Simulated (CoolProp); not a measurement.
Vapour-liquid equilibrium of cyclohexane (1) + n-octane (2) at 8.65 bar; x and y are mole fractions of (1).

The numbers come from the multi-fluid Helmholtz-energy mixture model, Zhou 2014 and Beckmüller 2019; pair parameters Bell 2016 in CoolProp.

### Question
Give the bubble temperature and the first vapour's composition at x = 0.125, 0.725, 0.95. Is there an azeotrope?

### Answer
x = 0.125: 217.6 °C, y = 0.205; x = 0.725: 185.2 °C, y = 0.847; x = 0.95: 175.6 °C, y = 0.976. No azeotrope shows between x = 0.05 and 0.95.

Pair parameters are fitted to limited data, so mixtures are less certain than the pure fluids.
